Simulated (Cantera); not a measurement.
Charge: 1 mol SiO₂, 4.3 mol HCl, 0.54 mol O₂, held at 777 °C and 1.00e-5 bar.

Equilibrium computed with Cantera from the NASA thermochemical tables; the gas is ideal and each condensed phase is pure. Candidate condensed phases: H₂O, Si, SiO₂; 30 gas species. Rates play no part.

**Question.** What is the equilibrium state?

**Answer.** 
| Item | Value |
|---|---|
| x(HCl) | 0.847 |
| x(O₂) | 0.101 |
| x(Cl) | 0.0232 |
| x(H₂O) | 0.0202 |
| x(Cl₂) | 0.00861 |
| x(OH) | 1.94e-6 |
| x(ClO) | 1.28e-6 |
| n(SiO₂(β-quartz)) | 1.00 mol |
| gas amount | 4.847 mol |
| log10 activity of Si(s) (absent) | -29.89 |
